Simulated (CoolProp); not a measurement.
Dodecamethylpentasiloxane (MD3M) at 512.57 K and 1.15 MPa is throttled through a valve to 0.611 MPa with no heat exchange. Each further row changes one setting.

Computed with CoolProp (reference Helmholtz-energy equation of state, Thol 2019).

| case | temperature change (K) | final density (kg/m³) |
|---|---|---|
| as stated | -0.0 | ? |
| outlet pressure 0.183 MPa | -0.0 | ? |
| outlet pressure 0.794 MPa | ? | ? |

### Question
What belongs in the gaps?

### Answer

- as stated, final density (kg/m³): 646
- outlet pressure 0.183 MPa, final density (kg/m³): 642
- outlet pressure 0.794 MPa, temperature change (K): +0.0
- outlet pressure 0.794 MPa, final density (kg/m³): 647
